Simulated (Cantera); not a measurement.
A Cantera script and what it prints.

```python
import numpy as np
import cantera as ct

gas_names = """
    H HO2 H2 H2O H2O2 Li LiH LiO LiOH Li2 Li2O Li2O2 Li2O2H2 O OH O2 O3
""".split()
cond_names = """
    H2O(s) H2O(L) Li(cr) Li(L) LiH(s) LiH(L) LiOH(s) LiOH(L) Li2O(s) Li2O(L)
""".split()


# ... load() reads the species with a 1 bar reference pressure and builds the phases ...
atoms = {
    'LiOH': {'Li': 1, 'O': 1, 'H': 1},
    'H2O': {'H': 2, 'O': 1},
    'O2': {'O': 2},
}
top_T = {}  # K; cautious upper limits of use, not melting points


# ... equilibrate(T, P, feed) seeds the gas with the atoms and calls Mixture.equilibrate('TP', solver="vcs", rtol=1e-11, max_steps=5000) ...
results = []
feed = {'LiOH': 1, 'H2O': 0.076, 'O2': 0.017}  # mol
T = 1075  # K
for P in [10, 42, 180, 750, 3200, 13000, 56000, 240000, 1000000]:
    mix = equilibrate(T, P, feed)
    results.append((T, P, feed, dict(zip(mix.species_names, mix.species_moles))))

top = {s: max(r[3][s] / sum(r[3][g] for g in gas_names) for r in results) for s in gas_names}
cols = sorted((s for s in top if top[s] > 1e-06), key=lambda s: -top[s])[:5]
seen = [c for c in cond_names if any(r[3].get(c, 0) > 1e-12 for r in results)]
print("log10 of partial pressures in bar; condensed amounts in mol")
print(f"{'P/Pa':>10s}" + "".join(f"{s[:9]:>10s}" for s in cols + seen))
for T, P, feed, n in results:
    ng = sum(n[g] for g in gas_names)
    print(f"{P:10.4g}" + "".join(f"{np.log10(max(n[s] / ng * P / 1e5, 1e-99)):10.3f}" for s in cols)
          + "".join(f"{n.get(c, 0):10.4g}" for c in seen))
```

It prints:

```
log10 of partial pressures in bar; condensed amounts in mol
      P/Pa       H2O        O2      LiOH   Li2O2H2        OH   LiOH(L)   Li2O(s)
        10    -4.017    -5.545    -5.998    -8.490    -9.072         0     0.497
        42    -3.392    -4.920    -5.685    -7.864    -8.604         0    0.4985
       180    -2.758    -4.288    -5.369    -7.231    -8.129         0    0.4993
       750    -2.138    -3.668    -5.059    -6.611    -7.664         0    0.4996
      3200    -1.508    -3.038    -4.743    -5.980    -7.191         0    0.4998
   1.3e+04    -0.899    -2.429    -4.439    -5.371    -6.734         0    0.4999
   5.6e+04    -0.340    -0.990    -4.259    -5.011    -6.095         1         0
   2.4e+05     0.293    -0.358    -4.259    -5.011    -5.621         1         0
     1e+06     0.912     0.262    -4.259    -5.011    -5.156         1         0
```

Method: chemical equilibrium by Gibbs-energy minimisation in Cantera with the NASA 1993 tables (ideal gas, pure condensed phases). Condensed phases not in the tables: the peroxide.
